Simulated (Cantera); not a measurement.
Input (Python, Cantera) and output of one run.

```python
import numpy as np
import cantera as ct

gas_names = """
    C CN CO CO2 C2 CCN CNC C2N2 C2O C3 C3O2 C4 C4N2 C5 Fe FeC5O5 FeO N NCO NO NO2 NO3 N2 N2O O O2 O3
""".split()
cond_names = """
    C(gr) Fe(a) Fe(c) Fe(d) Fe(L) FeC5O5(L) FeO(s) FeO(L) Fe2O3(s) Fe3O4(s)
""".split()


# ... load() reads the species with a 1 bar reference pressure and builds the phases ...
atoms = {
    'Fe': {'Fe': 1},
    'CO': {'C': 1, 'O': 1},
    'N2': {'N': 2},
}
top_T = {'C(gr)': 4500, 'Fe2O3(s)': 1830, 'Fe3O4(s)': 1870}  # K; cautious upper limits of use, not melting points


# ... equilibrate(T, P, feed) seeds the gas with the atoms and calls Mixture.equilibrate('TP', solver="vcs", rtol=1e-11, max_steps=5000) ...
results = []
feed = {'Fe': 1, 'CO': 4.6, 'N2': 230}  # mol
T = 1550  # K
P = 100000  # Pa
mix = equilibrate(T, P, feed)
results.append((T, P, feed, dict(zip(mix.species_names, mix.species_moles))))
x = sorted(zip(gas.X, gas.species_names), reverse=True)
print(f"T = {T:g} K  P = {P:g} Pa  gas = {mix.phase_moles(0):.4g} mol")
print("   x: " + "  ".join(f"{s} {v:.3e}" for v, s in x if v > 1e-05))
print("   condensed (mol): " + ("  ".join(f"{mix.phase(i).name} {mix.phase_moles(i):.4g}"
      for i in range(1, mix.n_phases) if mix.phase_moles(i) > 1e-12) or "none"))
```

Result:

```
T = 1550 K  P = 100000 Pa  gas = 234.6 mol
   x: N2 9.804e-01  CO 1.961e-02
   condensed (mol): C(gr) 3.543e-05  Fe(c) 0.9999
```

These are equilibrium values from Cantera (NASA tables, ideal gas, pure condensed phases), not measurements of a reactor.
